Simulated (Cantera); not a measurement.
An adiabatic, constant-volume homogeneous reactor starts with CH₄ : H₂ : O₂ : N₂ = 1 : 0.38 : 0.995 : 3.74 (molar parts), equivalence ratio 2.2, at 1448 K and 100000 Pa. Integrator tolerance rtol = 1e-08.

Cantera simulation using GRI-Mech 3.0 (53 species, 325 reactions); the numbers are that mechanism's predictions, not measurements.

Q: What does this change do: initial temperature 1448 to 1673 K?

A: 
```
quantity                                                              before                                      after
---------------------------------  -----------------------------------------  -----------------------------------------
time of steepest temperature rise                                   0.626 ms                                   0.139 ms
temperature at 2.00 s                                                 2665 K                                     2792 K
equilibrium temperature                                               2665 K                                     2792 K
x(CH₄) at 2.00 s                   6.52e-11 (gas-phase equilibrium 7.33e-11)  3.36e-11 (gas-phase equilibrium 3.77e-11)
x(H₂) at 2.00 s                          0.199 (gas-phase equilibrium 0.199)        0.194 (gas-phase equilibrium 0.194)
x(O₂) at 2.00 s                      2.84e-5 (gas-phase equilibrium 2.84e-5)    8.72e-5 (gas-phase equilibrium 8.72e-5)
x(CH₂) at 2.00 s                   1.14e-11 (gas-phase equilibrium 1.24e-11)  1.71e-11 (gas-phase equilibrium 1.83e-11)
x(H₂O₂) at 2.00 s                    9.49e-9 (gas-phase equilibrium 9.49e-9)    1.95e-8 (gas-phase equilibrium 1.95e-8)
x(C₂H) at 2.00 s                       <1e-12 (gas-phase equilibrium <1e-12)      <1e-12 (gas-phase equilibrium <1e-12)
x(HCN) at 2.00 s                     2.97e-7 (gas-phase equilibrium 2.97e-7)    2.65e-7 (gas-phase equilibrium 2.65e-7)
```

Q: What does this change do: pressure from 100000 Pa to 1000000 Pa?

A: 
| quantity | before | after |
|---|---|---|
| time of steepest temperature rise | 0.626 ms | 94.5 µs |
| temperature at 2.00 s | 2665 K | 2742 K |
| equilibrium temperature | 2665 K | 2742 K |
| x(CH₄) at 2.00 s | 6.52e-11 (gas-phase equilibrium 7.33e-11) | 5.52e-9 (gas-phase equilibrium 6.19e-9) |
| x(H₂) at 2.00 s | 0.199 (gas-phase equilibrium 0.199) | 0.204 (gas-phase equilibrium 0.204) |
| x(O₂) at 2.00 s | 2.84e-5 (gas-phase equilibrium 2.84e-5) | 5.24e-6 (gas-phase equilibrium 5.24e-6) |
| x(CH₂) at 2.00 s | 1.14e-11 (gas-phase equilibrium 1.24e-11) | 1.62e-10 (gas-phase equilibrium 1.80e-10) |
| x(H₂O₂) at 2.00 s | 9.49e-9 (gas-phase equilibrium 9.49e-9) | 1.53e-8 (gas-phase equilibrium 1.53e-8) |
| x(C₂H) at 2.00 s | <1e-12 (gas-phase equilibrium <1e-12) | <1e-12 (gas-phase equilibrium <1e-12) |
| x(HCN) at 2.00 s | 2.97e-7 (gas-phase equilibrium 2.97e-7) | 3.10e-6 (gas-phase equilibrium 3.10e-6) |
